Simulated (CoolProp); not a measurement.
n-undecane along the isobar 2.13 MPa: fugacity coefficient from the reference equation and from simpler models built on Tc = 638.8 K, pc = 1.990 MPa, ω = 0.539; each cubic takes its own stable root.

Model: reference Helmholtz-energy equation of state, Aleksandrov 2011, in CoolProp. It is a short technical equation, of lower accuracy than the large ones.

```
T (K)   phase  reference
-----  ------  ---------
316.8  liquid  0.0001208
326    liquid  0.0002157
335.2  liquid  0.0003699
344.4  liquid  0.0006119
353.5  liquid  0.0009744
362.7  liquid   0.001513
371.9  liquid   0.002285
381.1  liquid   0.003363
390.3  liquid   0.004835
```

Problem. How far does each simpler model (van der Waals, Soave-Redlich-Kwong, Peng-Robinson) lie from the reference over these 9 states: mean and median of the absolute difference, and the worst?

Solution. 
- van der Waals: mean 9443.5 %, median 6320.4 %, worst +26770.9 % at 316.8 K and 2.13 MPa
- Soave-Redlich-Kwong: mean 1.4 %, median 1.6 %, worst -2.3 % at 316.8 K and 2.13 MPa
- Peng-Robinson: mean 6.6 %, median 5.9 %, worst +11.8 % at 316.8 K and 2.13 MPa
